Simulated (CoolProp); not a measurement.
CH2F2 (R32) along the isobar 83.4 bar: fugacity coefficient from the reference equation and from simpler models built on Tc = 78.1 °C, pc = 57.83 bar, ω = 0.277; each cubic takes its own stable root.

Computed with CoolProp (reference Helmholtz-energy equation of state, Tillner-Roth 1997).

```csv
T (°C),phase,reference,Soave-Redlich-Kwong,Peng-Robinson
64.75,liquid,0.3899,0.4266,0.4079
75.55,liquid,0.4541,0.4929,0.4715
86.35,supercritical,0.5186,0.5568,0.5329
97.15,supercritical,0.5780,0.6132,0.5870
107.95,supercritical,0.6248,0.6581,0.6301
118.75,supercritical,0.6623,0.6945,0.6656
129.45,supercritical,0.6940,0.7255,0.6960
140.25,supercritical,0.7219,0.7530,0.7232
151.05,supercritical,0.7467,0.7774,0.7474
161.85,supercritical,0.7688,0.7993,0.7693
```
